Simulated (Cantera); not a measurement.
# Hydrocarbon pyrolysis for carbon deposition

An isothermal, constant-pressure homogeneous reactor starts with CH4 : N2 = 1 : 3.4 (molar parts), at 1350 K and 20.0 Torr.

Cantera simulation using GRI-Mech 3.0 (53 species, 325 reactions); the numbers are that mechanism's predictions, not measurements. GRI-Mech 3.0 stops at C3 and has no aromatics, soot or wall deposition, so with more carbon than oxygen in the feed, carbon stays in small species such as C2H2 where larger ones or solid carbon would form. Radical loss at walls, strong at low pressure, is not modelled.

```csv
t (s),x CH4,x CH3,x H,x C2H2,x C2H4,x H2
2.00e-5,0.227,2.69e-9,9.51e-10,<1e-12,<1e-12,8.69e-10
0.000158,0.227,2.75e-8,1.23e-9,<1e-12,<1e-12,1.31e-8
0.00124,0.227,2.25e-7,1.23e-9,<1e-12,1.14e-12,1.12e-7
0.00982,0.227,1.78e-6,1.24e-9,<1e-12,6.50e-10,8.94e-7
0.0775,0.227,1.30e-5,1.55e-9,7.30e-10,2.94e-7,7.64e-6
0.611,0.227,4.51e-5,6.37e-9,1.55e-6,4.01e-5,0.000138
4.82,0.223,7.99e-5,9.61e-8,0.000710,0.00106,0.00440
38.0,0.193,5.78e-5,6.23e-7,0.0129,0.000893,0.0407
300,0.104,2.90e-5,2.13e-6,0.0499,0.000495,0.151
```
x: mole fraction; the columns are a selection and need not sum to one.

Equilibrium at this temperature and pressure: CH4 0.00443, CH3 2.48e-6, H 7.66e-6, C2H2 0.0525, C2H4 0.000569, H2 0.272 (gas phase only).
